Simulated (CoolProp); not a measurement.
Vapour-liquid equilibrium of CHF3 (R23) (1) + isopentane (2) at 3.45 °C; x and y are mole fractions of (1).

The numbers come from the multi-fluid Helmholtz-energy mixture model, Penoncello 2003 and Lemmon 2006; pair parameters Bell 2016 in CoolProp.

```json
[
 {"x": "0.05", "bubble pressure, mixture model (MPa)": "[?]", "bubble pressure, Raoult's law (MPa)": "0.1748", "y, mixture model": "0.894", "y, Raoult's law": "0.783"},
 {"x": "0.15", "bubble pressure, mixture model (MPa)": "1.055", "bubble pressure, Raoult's law (MPa)": "0.4444", "y, mixture model": "0.954", "y, Raoult's law": "0.923"},
 {"x": "0.25", "bubble pressure, mixture model (MPa)": "[?]", "bubble pressure, Raoult's law (MPa)": "0.7141", "y, mixture model": "0.965", "y, Raoult's law": "0.958"},
 {"x": "0.35", "bubble pressure, mixture model (MPa)": "1.833", "bubble pressure, Raoult's law (MPa)": "0.9837", "y, mixture model": "0.968", "y, Raoult's law": "0.974"},
 {"x": "0.45", "bubble pressure, mixture model (MPa)": "1.978", "bubble pressure, Raoult's law (MPa)": "1.253", "y, mixture model": "0.970", "y, Raoult's law": "0.982"},
 {"x": "0.55", "bubble pressure, mixture model (MPa)": "2.041", "bubble pressure, Raoult's law (MPa)": "1.523", "y, mixture model": "0.971", "y, Raoult's law": "0.988"},
 {"x": "0.65", "bubble pressure, mixture model (MPa)": "2.088", "bubble pressure, Raoult's law (MPa)": "1.793", "y, mixture model": "0.971", "y, Raoult's law": "0.992"},
 {"x": "0.75", "bubble pressure, mixture model (MPa)": "[?]", "bubble pressure, Raoult's law (MPa)": "2.062", "y, mixture model": "[?]", "y, Raoult's law": "0.995"},
 {"x": "0.85", "bubble pressure, mixture model (MPa)": "[?]", "bubble pressure, Raoult's law (MPa)": "2.332", "y, mixture model": "0.978", "y, Raoult's law": "0.997"},
 {"x": "0.95", "bubble pressure, mixture model (MPa)": "2.564", "bubble pressure, Raoult's law (MPa)": "2.601", "y, mixture model": "0.990", "y, Raoult's law": "0.999"}
]
```

Problem. Complete the blanks.

Solution. 
- 0.05, bubble pressure, mixture model (MPa): 0.4050
- 0.25, bubble pressure, mixture model (MPa): 1.538
- 0.75, bubble pressure, mixture model (MPa): 2.167
- 0.75, y, mixture model: 0.973
- 0.85, bubble pressure, mixture model (MPa): 2.315

The largest gap from Raoult's law is +137.4 % in bubble pressure, at x = 0.15. No azeotrope shows between x = 0.05 and 0.95.

Pair parameters are fitted to limited data, so mixtures are less certain than the pure fluids. The gap from Raoult's law changes sign with composition, which may be real or a fault of the pair parameters; it wasn't checked against measurements. With so large a gap from Raoult's law the liquid may split in two, which this calculation doesn't test in full.
